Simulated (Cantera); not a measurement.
An adiabatic, constant-pressure homogeneous reactor starts with C₃H₈ : O₂ : N₂ : H₂O = 1 : 4.55 : 17.1 : 2.4 (molar parts), at 1123 K and 9.87 atm.

Model: GRI-Mech 3.0 (53 species, 325 reactions), integrated in Cantera. GRI-Mech 3.0 was tuned for natural gas; its chemistry of propane as a main component is partial and can be far from experiment.

Predict: time of steepest temperature rise; temperature at 0.100 s; equilibrium temperature; x(O₂) at 0.100 s; x(H₂O) at 0.100 s; x(CH₂O) at 0.100 s; x(NO) at 0.100 s; x(CO) at 0.100 s.


- time of steepest temperature rise: 6.84 ms
- temperature at 0.100 s: 2642 K
- equilibrium temperature: 2642 K
- x(O₂) at 0.100 s: 0.00335 (gas-phase equilibrium 0.00335)
- x(H₂O) at 0.100 s: 0.221 (gas-phase equilibrium 0.221)
- x(CH₂O) at 0.100 s: 1.82e-9 (gas-phase equilibrium 1.82e-9)
- x(NO) at 0.100 s: 0.00332 (gas-phase equilibrium 0.00332)
- x(CO) at 0.100 s: 0.0327 (gas-phase equilibrium 0.0327)
